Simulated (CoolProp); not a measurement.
Vapour-liquid equilibrium of n-pentane (1) + benzene (2) at 92.2 kPa; x and y are mole fractions of (1).

Model: multi-fluid Helmholtz-energy mixture model, Thol 2019 and Thol 2012; pair parameters Bell 2016, in CoolProp.

| x | bubble temperature (K) | y at the bubble point | dew temperature at overall composition x (K) | liquid density (mol/L) |
|---|---|---|---|---|
| 0.05 | 343.0 | 0.239 | 348.8 | 10.40 |
| 0.15 | 333.1 | 0.503 | 345.8 | 10.24 |
| 0.25 | 326.7 | 0.640 | 342.6 | 10.04 |
| 0.35 | 322.3 | 0.725 | 339.2 | 9.823 |
| 0.45 | 318.8 | 0.785 | 335.3 | 9.604 |
| 0.55 | 316.1 | 0.832 | 331.1 | 9.387 |
| 0.65 | 313.6 | 0.873 | 326.3 | 9.175 |
| 0.75 | 311.4 | 0.910 | 320.9 | 8.970 |
| 0.85 | 309.4 | 0.946 | 315.0 | 8.773 |
| 0.95 | 307.4 | 0.982 | 309.2 | 8.584 |

No azeotrope shows between x = 0.05 and 0.95.

Pair parameters are fitted to limited data, so mixtures are less certain than the pure fluids.
